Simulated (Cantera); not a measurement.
Stirred combustor or abatement burner

A perfectly stirred reactor is fed with 9.07 % CH₃OH, 18.4 % O₂, 69.1 % N₂, 3.36 % H₂O, at 17.0 bar; it is adiabatic with a 575 K inlet, and is followed from long to short residence time, starting on the burning branch (τ in s: 0.25, 0.068, 0.018, 0.0048, 0.0013, 0.00034, 9e-05, 2.4e-05, 6.4e-06).

Detailed kinetics in Cantera: GRI-Mech 3.0 (53 species, 325 reactions). GRI-Mech 3.0 was tuned for natural gas; its chemistry of methanol as a main component is partial and can be far from experiment. The pressure lies above the range GRI-Mech 3.0 was tuned for (to about 10 atm).

```csv
τ (s),T (K),x CH₃OH,x O₂,x H₂O,x NO,x C₂H,x CH₃,x H₂
0.25,2091,7.73e-8,0.0446,0.205,0.00223,<1e-12,6.55e-9,0.000134
0.068,2094,2.77e-7,0.0453,0.205,0.000977,<1e-12,2.35e-8,0.000139
0.018,2094,1.01e-6,0.0456,0.205,0.000318,<1e-12,8.36e-8,0.000155
0.0048,2092,3.51e-6,0.0459,0.204,0.000107,<1e-12,2.61e-7,0.000206
0.0013,2085,1.09e-5,0.0462,0.204,4.67e-5,<1e-12,6.34e-7,0.000354
0.00034,2067,3.16e-5,0.0471,0.203,2.57e-5,<1e-12,1.22e-6,0.000731
9.0e-5,2024,8.99e-5,0.0496,0.201,1.43e-5,1.89e-12,2.28e-6,0.00155
2.4e-5,1903,0.000367,0.0583,0.197,4.30e-6,5.86e-12,6.48e-6,0.00356
6.4e-6,575,0.0907,0.184,0.0336,<1e-12,<1e-12,<1e-12,<1e-12
```
x: mole fraction; the columns are a selection and need not sum to one.
